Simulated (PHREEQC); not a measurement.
Dissolve 8.2 mmol/kgw Ag2SO4 and 3.4 mmol/kgw HF at 73 °C. Closed to the air; pH follows from the charge balance.

The numbers come from PHREEQC with the ion-association model, wateq4f.dat.

| quantity | before | after |
|---|---|---|
| pH | 3.28 | 3.06 |
| ionic strength (mol/kgw) | 0.0217 | 0.0227 |
| Ag+ (mol/kgw) | 0.0150 | 0.0152 |
| SO4-2 (mol/kgw) | 0.00615 | 0.00656 |
| AgSO4- (mol/kgw) | 0.00138 | 0.00118 |
| HSO4- (mol/kgw) | 0.000669 | 0.000458 |
| SI of Ag2O (Ag2O) | -8.75 | -9.99 |

### Question
What was changed between the two runs?
(A) temperature from 73 to 35 °C
(B) HF left out
(C) Ag2SO4 from 0.0082 to 0.00738 mol/kgw
(D) HF from 0.0034 to 0.00306 mol/kgw
(E) diluted 2-fold with water

### Answer
A, temperature from 73 to 35 °C

No solid was allowed to form. Away from 25 °C the constants follow the database's enthalpies or fits; those with neither stay at their 25 °C values.
